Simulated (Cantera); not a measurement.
A freely propagating, adiabatic, planar premixed flame of H₂ : O₂ : N₂ = 1 : 0.417 : 1.21 (molar parts), equivalence ratio 1.2, unburnt at 650 K and 460000 Pa; mixture-averaged transport, grid criteria slope 0.08 and curve 0.16, no radiation.

Computed with Cantera and the H2/O2 subset of GRI-Mech 3.0, which has no nitrogen chemistry. The hydrogen kinetics of GRI-Mech 3.0 are dated; newer H2 mechanisms differ, most at raised pressure. Burning velocities carry a grid error of a few per cent, more on coarse grids.

Question: How do the results move with these cheaper or finer settings: unity-Lewis-number transport; multicomponent transport; multicomponent+Soret transport; grid criteria slope 0.5, curve 1; grid criteria slope 0.25, curve 0.5; grid criteria slope 0.03, curve 0.06?

Answer: 
| setting | laminar burning velocity | thermal thickness | peak x(H) | peak x(H₂O₂) | grid points |
|---|---|---|---|---|---|
| as above | 1220 cm/s | 0.0628 mm | 0.0644 | 4.91e-5 | 129 |
| unity-Lewis-number transport | 827 cm/s | 0.0522 mm | 0.0698 | 2.76e-5 | 124 |
| multicomponent transport | 1200 cm/s | 0.0627 mm | 0.0643 | 4.88e-5 | 130 |
| multicomponent+Soret transport | 1140 cm/s | 0.0615 mm | 0.0624 | 5.16e-5 | 130 |
| grid criteria slope 0.5, curve 1 | 1450 cm/s | 0.0841 mm | 0.0668 | 3.98e-5 | 39 |
| grid criteria slope 0.25, curve 0.5 | 1280 cm/s | 0.0696 mm | 0.0651 | 4.45e-5 | 57 |
| grid criteria slope 0.03, curve 0.06 | 1200 cm/s | 0.0612 mm | 0.0641 | 5.06e-5 | 269 |
The base run took roughly 1.1 core-seconds.
Unity Lewis numbers drop preferential diffusion, which matters most where H2 and H carry the flame; Soret adds thermal diffusion.
